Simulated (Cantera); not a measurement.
# Equilibrium for abatement and gas-phase synthesis: N2O + O2 + H2

Input: 1 mol N2O, 0.64 mol O2, 11 mol H2, held at 17000 Pa.

These are equilibrium values from Cantera (NASA tables, ideal gas, pure condensed phases), not measurements of a reactor. Candidate condensed phases: H2O; 24 gas species. Kinetics and transport are ignored.

```json
[
 {"T (K)": "723", "x H2": "0.727", "x H2O": "0.190", "x H": "<1e-12", "x N2": "0.0832", "x OH": "<1e-12", "x O": "<1e-12", "x NH3": "0.000213"},
 {"T (K)": "873", "x H2": "0.727", "x H2O": "0.190", "x H": "9.67e-11", "x N2": "0.0833", "x OH": "<1e-12", "x O": "<1e-12", "x NH3": "4.61e-5"},
 {"T (K)": "1023", "x H2": "0.727", "x H2O": "0.190", "x H": "8.56e-9", "x N2": "0.0833", "x OH": "5.89e-12", "x O": "<1e-12", "x NH3": "1.52e-5"},
 {"T (K)": "1173", "x H2": "0.727", "x H2O": "0.190", "x H": "2.44e-7", "x N2": "0.0833", "x OH": "4.39e-10", "x O": "<1e-12", "x NH3": "6.61e-6"},
 {"T (K)": "1323", "x H2": "0.727", "x H2O": "0.190", "x H": "3.28e-6", "x N2": "0.0833", "x OH": "1.24e-8", "x O": "<1e-12", "x NH3": "3.44e-6"},
 {"T (K)": "1473", "x H2": "0.727", "x H2O": "0.190", "x H": "2.62e-5", "x N2": "0.0833", "x OH": "1.78e-7", "x O": "5.62e-12", "x NH3": "2.05e-6"},
 {"T (K)": "1623", "x H2": "0.727", "x H2O": "0.190", "x H": "0.000143", "x N2": "0.0833", "x OH": "1.56e-6", "x O": "2.53e-10", "x NH3": "1.34e-6"},
 {"T (K)": "1773", "x H2": "0.726", "x H2O": "0.190", "x H": "0.000588", "x N2": "0.0833", "x OH": "9.53e-6", "x O": "6.03e-9", "x NH3": "9.38e-7"},
 {"T (K)": "1923", "x H2": "0.725", "x H2O": "0.190", "x H": "0.00195", "x N2": "0.0832", "x OH": "4.38e-5", "x O": "8.78e-8", "x NH3": "6.96e-7"},
 {"T (K)": "2073", "x H2": "0.722", "x H2O": "0.189", "x H": "0.00542", "x N2": "0.0831", "x OH": "0.000162", "x O": "8.71e-7", "x NH3": "5.37e-7"},
 {"T (K)": "2223", "x H2": "0.715", "x H2O": "0.188", "x H": "0.0131", "x N2": "0.0828", "x OH": "0.000499", "x O": "6.36e-6", "x NH3": "4.26e-7"},
 {"T (K)": "2373", "x H2": "0.702", "x H2O": "0.186", "x H": "0.0284", "x N2": "0.0821", "x OH": "0.00133", "x O": "3.63e-5", "x NH3": "3.42e-7"},
 {"T (K)": "2523", "x H2": "0.679", "x H2O": "0.181", "x H": "0.0556", "x N2": "0.0808", "x OH": "0.00315", "x O": "0.000169", "x NH3": "2.75e-7"},
 {"T (K)": "2673", "x H2": "0.642", "x H2O": "0.172", "x H": "0.0996", "x N2": "0.0787", "x OH": "0.00666", "x O": "0.000661", "x NH3": "2.16e-7"}
]
```
x: gas mole fraction; nothing condenses.

From 723 K to 2673 K nothing is condensed.
